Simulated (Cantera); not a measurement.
A Cantera script and what it prints.

```python
import numpy as np
import cantera as ct

gas_names = """
    H H2 N NH NH2 NH3 N2 N2H2 N2H4 Si SiH SiH2 SiH3 SiH4 SiN Si2 Si2N Si3
""".split()
cond_names = """
    Si(cr) Si(L) Si3N4(a)
""".split()


# ... load() reads the species with a 1 bar reference pressure and builds the phases ...
atoms = {
    'SiH4': {'Si': 1, 'H': 4},
    'NH3': {'N': 1, 'H': 3},
    'N2': {'N': 2},
}
top_T = {'Si3N4(a)': 2400}  # K; cautious upper limits of use, not melting points


# ... equilibrate(T, P, feed) seeds the gas with the atoms and calls Mixture.equilibrate('TP', solver="vcs", rtol=1e-11, max_steps=5000) ...
results = []
feed = {'SiH4': 1, 'NH3': 30, 'N2': 1.7}  # mol
P = 5.7  # Pa
for T in [725, 925, 1125, 1325, 1525, 1725, 1925]:
    mix = equilibrate(T, P, feed)
    results.append((T, P, feed, dict(zip(mix.species_names, mix.species_moles))))

top = {s: max(r[3][s] / sum(r[3][g] for g in gas_names) for r in results) for s in gas_names}
cols = sorted((s for s in top if top[s] > 1e-06), key=lambda s: -top[s])[:7]
seen = [c for c in cond_names if any(r[3].get(c, 0) > 1e-12 for r in results)]
print("log10 of partial pressures in bar; condensed amounts in mol")
print(f"{'T/K':>10s}" + "".join(f"{s[:9]:>10s}" for s in cols + seen))
for T, P, feed, n in results:
    ng = sum(n[g] for g in gas_names)
    print(f"{T:10.4g}" + "".join(f"{np.log10(max(n[s] / ng * P / 1e5, 1e-99)):10.3f}" for s in cols)
          + "".join(f"{n.get(c, 0):10.4g}" for c in seen))
```

It prints:

```
log10 of partial pressures in bar; condensed amounts in mol
       T/K        H2        N2         H        Si       SiH       Si2      Si2N    Si(cr)  Si3N4(a)
       725    -4.372    -4.839   -15.216   -33.542   -32.380   -50.396   -42.522         0    0.3333
       925    -4.372    -4.839   -11.770   -22.668   -22.689   -33.509   -28.613         0    0.3333
      1125    -4.372    -4.839    -9.538   -15.678   -16.465   -22.658   -19.681         0    0.3333
      1325    -4.372    -4.839    -7.972   -10.815   -12.140   -15.113   -13.476         0    0.3333
      1525    -4.378    -4.826    -6.815    -7.724    -9.451   -10.541    -9.884    0.9779         0
      1725    -4.394    -4.837    -5.928    -6.072    -8.113    -8.472    -8.578         0         0
      1925    -4.439    -4.855    -5.239    -6.081    -8.389    -9.468   -10.183         0         0
```

Method: chemical equilibrium by Gibbs-energy minimisation in Cantera with the NASA 1993 tables (ideal gas, pure condensed phases). The tables' values for SiN are old estimates; treat these amounts as uncertain. Gases not in the tables: Si2H6 and higher silanes.
